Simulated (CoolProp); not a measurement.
Vapour-liquid equilibrium of cyclopentane (1) + octamethylcyclotetrasiloxane (D4) (2) at 348 K; x and y are mole fractions of (1).

Model: multi-fluid Helmholtz-energy mixture model, Gedanitz 2015 and Thol 2015; pair parameters Bell 2016, in CoolProp.

**Question.** Give the bubble pressure and the first vapour's composition at x = 0.05, 0.2, 0.95. Is there an azeotrope?

**Answer.** x = 0.05: 0.01025 MPa, y = 0.738; x = 0.2: 0.03455 MPa, y = 0.933; x = 0.95: 0.2068 MPa, y = 0.999. No azeotrope shows between x = 0.05 and 0.95.

The pair parameters rest on a limited set of measurements; away from them the model extrapolates.
